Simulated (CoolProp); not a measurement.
A Linde-Hampson liquefier for normal hydrogen: isothermal reversible compression at 280 K from 1 atm to 10 MPa, throttling to 1 atm, return gas leaving the recuperator 2 K below the feed. Each further row changes one setting.

Values from CoolProp's reference Helmholtz-energy equation of state, Leachman 2009.

```tsv
case	compression work (kJ/kg of gas)
as stated	5370
high pressure 20 MPa	6250
warm-end temperature 310 K	5940
warm-end gap 7 K	5370
```
